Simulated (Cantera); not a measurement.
Si(CH3)4 + H2 (silicon carbide growth)

Input: 1 mol Si(CH3)4, 1900 mol H2, equilibrated at 2.30 mbar.

These are equilibrium values from Cantera (NASA tables, ideal gas, pure condensed phases), not measurements of a reactor. Candidate condensed phases: C, C6H6, C7H8, C8H18, Si, SiC; 87 gas species. The numbers say what is thermodynamically allowed, not how fast it happens.

| T (°C) | log p H2 | log p H | log p C2H2 (acetylene) | log p Si | log p SiC2 | log p SiH | n C(graphite) | n SiC(s) |
|---|---|---|---|---|---|---|---|---|
| 1275 | -2.64 | -5.83 | -7.44 | -9.56 | -12.14 | -10.45 | 2.93 | 1.000 |
| 1350 | -2.64 | -5.48 | -7.10 | -8.75 | -11.09 | -9.77 | 2.86 | 0.998 |
| 1425 | -2.64 | -5.16 | -6.78 | -8.02 | -10.13 | -9.14 | 2.73 | 0.991 |
| 1500 | -2.64 | -4.87 | -6.49 | -7.34 | -9.25 | -8.57 | 2.50 | 0.958 |
| 1575 | -2.64 | -4.60 | -6.23 | -6.73 | -8.45 | -8.05 | 2.19 | 0.827 |
| 1650 | -2.65 | -4.35 | -5.99 | -6.16 | -7.71 | -7.57 | 1.89 | 0.354 |
| 1725 | -2.65 | -4.12 | -5.77 | -5.97 | -7.36 | -7.46 | 1.07 | 0 |
| 1800 | -2.66 | -3.91 | -5.64 | -5.97 | -7.28 | -7.54 | 0 | 0 |
log p: log10 of the partial pressure in bar; n: condensed amount in mol.

From 1275 °C to 1650 °C the condensed part is C(graphite) + SiC(s). At 1725 °C the condensed part is C(graphite). At 1800 °C nothing is condensed. The main Si-bearing gas is Si throughout.
